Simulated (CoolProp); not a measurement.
R407C along the isotherm 500 K: Z from the reference equation and from simpler models built on Tc = 359.3 K, pc = 4.632 MPa, ω = 0.363; each cubic takes its own stable root.

Computed with CoolProp (reference Helmholtz-energy equation of state, Lemmon 2003). It is a pseudo-pure fit of the blend.

```json
[
 {"p (MPa)": "0.695", "phase": "gas", "reference": "0.9844"},
 {"p (MPa)": "1.39", "phase": "gas", "reference": "0.9688"},
 {"p (MPa)": "2.08", "phase": "gas", "reference": "0.9534"},
 {"p (MPa)": "2.78", "phase": "gas", "reference": "0.9380"},
 {"p (MPa)": "3.47", "phase": "gas", "reference": "0.9229"},
 {"p (MPa)": "4.17", "phase": "gas", "reference": "0.9080"},
 {"p (MPa)": "4.86", "phase": "supercritical", "reference": "0.8935"},
 {"p (MPa)": "5.56", "phase": "supercritical", "reference": "0.8792"},
 {"p (MPa)": "6.25", "phase": "supercritical", "reference": "0.8656"},
 {"p (MPa)": "6.95", "phase": "supercritical", "reference": "0.8523"}
]
```

Task: How far does each simpler model (Pitzer virial, Soave-Redlich-Kwong) lie from the reference over these 10 states: mean and median of the absolute difference, and the worst?

Result: 
- Pitzer virial: mean 0.6 %, median 0.7 %, worst +0.9 % at 500 K and 5.56 MPa
- Soave-Redlich-Kwong: mean 2.3 %, median 2.2 %, worst +4.8 % at 500 K and 6.95 MPa
